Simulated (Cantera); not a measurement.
A freely propagating, adiabatic, planar premixed flame of 18.5 % CH3OH, 21.3 % O2, 59.7 % N2, 0.555 % H2, equivalence ratio 1.3, unburnt at 398 K and 100.0 Torr; mixture-averaged transport, grid criteria slope 0.08 and curve 0.16, no radiation.

Cantera simulation using GRI-Mech 3.0 (53 species, 325 reactions); the numbers are that mechanism's predictions, not measurements. GRI-Mech 3.0 was tuned for natural gas; its chemistry of methanol as a main component is partial and can be far from experiment. Burning velocities carry a grid error of a few per cent, more on coarse grids.

x: mole fraction of selected species; z is measured from the peak of heat release.

```tsv
z (mm)	T (K)	u (m/s)	x CH3OH	x O2	x HCO	x CH3	x C2H2	x OH
-3.98	398	1.30	0.184	0.212	<1e-8	<1e-8	<1e-8	<1e-8
-2.66	400	1.31	0.183	0.211	<1e-8	<1e-8	<1e-8	<1e-8
-1.99	408	1.35	0.182	0.208	<1e-8	<1e-8	<1e-8	<1e-8
-1.33	474	1.59	0.175	0.200	<1e-8	<1e-8	7.22e-8	<1e-8
-0.664	899	3.19	0.131	0.160	7.42e-7	3.00e-6	9.64e-7	5.55e-6
-0.332	1334	4.97	0.0723	0.116	9.86e-5	7.37e-5	2.50e-6	0.000212
0	1747	6.81	0.0139	0.0735	0.000670	0.000508	5.15e-6	0.00214
0.332	1901	7.52	(withheld)	(withheld)	(withheld)	(withheld)	(withheld)	(withheld)
0.664	1934	7.65	3.99e-6	0.0285	7.67e-6	4.45e-5	1.45e-6	0.00918
1.33	1960	7.71	<1e-8	0.0145	1.15e-7	5.91e-7	3.92e-8	0.0118
2.66	1982	7.75	<1e-8	(withheld)	(withheld)	<1e-8	<1e-8	0.0123
5.31	2005	7.81	<1e-8	0.00891	5.42e-8	<1e-8	<1e-8	0.0123
10.6	2038	7.92	<1e-8	0.00808	4.84e-8	<1e-8	<1e-8	0.0121
```

Q: Complete the blanks.

A: 
- 0.332, x CH3OH: 0.000465
- 0.332, x O2: 0.0460
- 0.332, x HCO: 0.000183
- 0.332, x CH3: 0.000316
- 0.332, x C2H2: 4.72e-6
- 0.332, x OH: 0.00578
- 2.66, x O2: 0.0100
- 2.66, x HCO: 6.02e-8
